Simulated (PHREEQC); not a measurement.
Make-up at 20 °C: 55 mmol/kgw HF, 110 mmol/kgw H2SiF6 and 40 mmol/kgw HBF4. Closed to the air; pH follows from the charge balance.

Equilibrium calculation in PHREEQC: ion-association model, phreeqc.dat.

Precipitation was switched off in this run.

Task: Estimate the pH, density.

Result: pH 0.69; density 1.013 g/cm³.

Task: In which forms is F present?

Result: SiF6-2 75 %, BF4- 18 %, HF 6.3 % of the F.

Species that the database lacks are ignored. SiF6-2 is the database's only silicon fluoride. Real BF4- forms and hydrolyses slowly; the run takes it at equilibrium.
